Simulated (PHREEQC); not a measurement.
Solution (25 °C): 0.0011 mol H3AsO4, 0.00056 mol NaOH and 0.00027 mol FeCl3 per kg of water. Closed to the air; pH follows from the charge balance.

All values are PHREEQC results (ion-association model, wateq4f.dat), not measurements.

| quantity | before | after |
|---|---|---|
| pH | 3.16 | 3.19 |
| ionic strength (mol/kgw) | 0.00203 | 0.00220 |
| H3AsO4 (mol/kgw) | 0.000128 | 9.91e-5 |
| HAsO4-2 (mol/kgw) | 1.12e-7 | 1.14e-7 |

### Question
Name the change that produced these shifts.
A) FeCl3 left out
B) temperature from 25 to 85 °C
C) temperature from 25 to 5 °C

### Answer
C, temperature from 25 to 5 °C

Precipitation was switched off in this run. Some of these states are supersaturated (in Hematite (slow to form), Goethite (slow to form), for instance). The database's scorodite may be far more soluble than the real mineral, and it has no iron arsenate complexes; the constant wasn't checked at its source. Constants without temperature data keep their 25 °C values here.
